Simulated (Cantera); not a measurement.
A perfectly stirred reactor is fed with NH3 : H2 = 1 : 0.64 (molar parts), at 0.109 atm; it is held at 1600 K, and followed from long to short residence time.

Computed with Cantera and the gas-phase N/H chemistry of the illustrative SiF4/NH3 mechanism in the Surface Chemkin manual (1991). Walls and surfaces, which speed up NH3 decomposition in real reactors, are not modelled.

Q: What does this change do: pressure from 0.109 atm to 0.132 atm?

A: 
```
quantity                before    after
---------------------  -------  -------
x(NH3) at τ = 5.80 s     0.521    0.512
x(H2) at τ = 5.80 s      0.451    0.458
x(N2) at τ = 5.80 s     0.0276   0.0304
x(H) at τ = 5.80 s     3.12e-5  3.08e-5
x(N) at τ = 5.80 s     1.37e-8  1.25e-8
x(NH3) at τ = 22.0 ms    0.609    0.609
x(H2) at τ = 22.0 ms     0.390    0.390
x(N2) at τ = 22.0 ms   5.63e-5  7.49e-5
x(H) at τ = 22.0 ms    1.80e-5  1.88e-5
x(N) at τ = 22.0 ms    4.83e-9  5.44e-9
```
